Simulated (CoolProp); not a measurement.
Vapour-liquid equilibrium of CH2F2 (R32) (1) + R125 (2) at 230.7 K; x and y are mole fractions of (1).

The numbers come from the multi-fluid Helmholtz-energy mixture model, Tillner-Roth 1997 and Lemmon 2005; pair parameters Lemmon 2004 in CoolProp.

Question: Give the bubble pressure and the first vapour's composition at x = 0.35, 0.45, 0.55. Is there an azeotrope?

Answer: x = 0.35: 147.0 kPa, y = 0.406; x = 0.45: 150.5 kPa, y = 0.503; x = 0.55: 153.4 kPa, y = 0.595. y crosses x between x = 0.85 and 0.95: the model has an azeotrope there.

The pair parameters rest on a limited set of measurements; away from them the model extrapolates.
